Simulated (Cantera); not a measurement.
Input (Python, Cantera) and output of one run.

```python
import numpy as np
import cantera as ct

gas_names = """
    H HO2 H2 H2O H2O2 H2S H2SO4 O OH O2 O3 S SH SO SO2 SO3 S2 S2O S8
""".split()
cond_names = """
    H2O(s) H2O(L) H2SO4(L) S(cr1) S(cr2) S(L)
""".split()


def load(file, names, dense=False):
    # The tables refer to 1 bar. Condensed volumes are neglected.
    table = {s.name: s for s in ct.Species.list_from_file(file)}
    out = []
    for n in names:
        d = dict(table[n].input_data)
        d["thermo"] = dict(d["thermo"], **{"reference-pressure": 1e5})
        if dense:
            d["equation-of-state"] = {"model": "constant-volume", "density": "1e6 g/cm^3"}
        out.append(ct.Species.from_dict(d))
    return out


gas = ct.Solution(thermo="ideal-gas", species=load("nasa_gas.yaml", gas_names))
cond = {s.name: ct.Solution(thermo="fixed-stoichiometry", species=[s], name=s.name)
        for s in load("nasa_condensed.yaml", cond_names, dense=True)}
atoms = {
    'SO2': {'S': 1, 'O': 2},
    'H2': {'H': 2},
}
top_T = {}  # K; cautious upper limits of use, not melting points


def equilibrate(T, P, feed):
    n = {}
    for name, mol in feed.items():
        for a, k in atoms[name].items():
            n[a] = n.get(a, 0.0) + k * mol
    gas.TPX = T, P, n
    mass = sum(n.values()) * gas.mean_molecular_weight
    gas.equilibrate("TP")
    valid = [c for c in cond.values() if c.min_temp <= T <= top_T.get(c.name, c.max_temp)]
    mix = ct.Mixture([(gas, mass / gas.mean_molecular_weight)] + [(c, 0.0) for c in valid])
    mix.T, mix.P = T, P
    mix.equilibrate("TP", solver="vcs", rtol=1e-11, max_steps=5000)
    return mix


results = []
feed = {'SO2': 1, 'H2': 2.3}  # mol
T = 2075  # K
P = 130  # Pa
mix = equilibrate(T, P, feed)
results.append((T, P, feed, dict(zip(mix.species_names, mix.species_moles))))
x = sorted(zip(gas.X, gas.species_names), reverse=True)
print(f"T = {T:g} K  P = {P:g} Pa  gas = {mix.phase_moles(0):.4g} mol")
print("   x: " + "  ".join(f"{s} {v:.3e}" for v, s in x if v > 0.0001))
print("   condensed (mol): " + ("  ".join(f"{mix.phase(i).name} {mix.phase_moles(i):.4g}"
      for i in range(1, mix.n_phases) if mix.phase_moles(i) > 1e-12) or "none"))
```

Result:

```
T = 2075 K  P = 130 Pa  gas = 3.267 mol
   x: H2 3.941e-01  H2O 2.792e-01  SO2 1.169e-01  SO 9.473e-02  H 4.638e-02  S2 2.968e-02  S 2.440e-02  SH 9.076e-03  OH 3.749e-03  H2S 1.187e-03  O 3.165e-04  S2O 2.115e-04
   condensed (mol): none
```

These are equilibrium values from Cantera (NASA tables, ideal gas, pure condensed phases), not measurements of a reactor.
